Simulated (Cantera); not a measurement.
An adiabatic, constant-volume homogeneous reactor starts with CH₄ : O₂ : N₂ : H₂O = 1 : 3.39 : 12.7 : 1.8 (molar parts), equivalence ratio 0.59, at 1423 K and 9000 Torr.

Cantera simulation using GRI-Mech 3.0 (53 species, 325 reactions); the numbers are that mechanism's predictions, not measurements. The pressure lies above the range GRI-Mech 3.0 was tuned for (to about 10 atm).

Q: Predict: time of steepest temperature rise; temperature at 0.500 s; equilibrium temperature; x(O₂) at 0.500 s; x(H₂O) at 0.500 s; x(CO₂) at 0.500 s.

A: 
| Property | Value |
|---|---|
| time of steepest temperature rise | 0.293 ms |
| temperature at 0.500 s | 2611 K |
| equilibrium temperature | 2611 K |
| x(O₂) at 0.500 s | 0.0652 (gas-phase equilibrium 0.0652) |
| x(H₂O) at 0.500 s | 0.193 (gas-phase equilibrium 0.193) |
| x(CO₂) at 0.500 s | 0.0499 (gas-phase equilibrium 0.0499) |
